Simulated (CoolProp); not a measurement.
Saturation properties of methane.

Computed with CoolProp (reference Helmholtz-energy equation of state, Setzmann 1991).

```
T (K)  p (MPa)  liquid density (kg/m³)  enthalpy of vaporisation (kJ/kg)  vapour Z  surface tension (mN/m)  liquid conductivity (mW/(m K))
-----  -------  ----------------------  --------------------------------  --------  ----------------------  ------------------------------
107.2  0.06900                   428.8                             518.7    0.9725                    13.8                             190
111.7   0.1016                   422.3                             510.8    0.9638                    12.9                             184
116.3   0.1460                   415.5                             502.1    0.9533                    12.0                             177
120.8   0.2025                   408.7                             492.9    0.9414                    11.2                             171
125.3   0.2740                   401.6                             483.1    0.9278                    10.3                             165
129.9   0.3651                   394.2                             472.3    0.9120                    9.42                             158
134.4   0.4742                   386.7                             460.8    0.8947                    8.59                             152
138.9   0.6054                   378.8                             448.3    0.8755                    7.76                             145
```

It boils at 111.7 K under 1 atm.

Thermal conductivity comes from a separate model (Friend 1989). Surface tension comes from a separate correlation (Mulero 2012).
